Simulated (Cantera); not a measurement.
An adiabatic, constant-volume homogeneous reactor starts with 33.2 % H2, 10.4 % O2, 56.1 % N2, 0.398 % NO, at 1700 K and 570000 Pa.

Computed with Cantera and GRI-Mech 3.0 (53 species, 325 reactions). The hydrogen kinetics of GRI-Mech 3.0 are dated; newer H2 mechanisms differ, most at raised pressure. Above 3000 K some thermodynamic fits are extrapolated.

Task: Predict: time of steepest temperature rise; temperature at 4.00 s; equilibrium temperature; x(H2) at 4.00 s; x(O2) at 4.00 s; x(NO) at 4.00 s; x(NO2) at 4.00 s; x(N2) at 4.00 s.

Result: 
```
Property                                                            Result
---------------------------------  ---------------------------------------
time of steepest temperature rise                                  1.65 µs
temperature at 4.00 s                                               3112 K
equilibrium temperature                                             3112 K
x(H2) at 4.00 s                        0.133 (gas-phase equilibrium 0.133)
x(O2) at 4.00 s                    0.00107 (gas-phase equilibrium 0.00107)
x(NO) at 4.00 s                    0.00344 (gas-phase equilibrium 0.00344)
x(NO2) at 4.00 s                   4.07e-7 (gas-phase equilibrium 4.07e-7)
x(N2) at 4.00 s                        0.612 (gas-phase equilibrium 0.612)
```
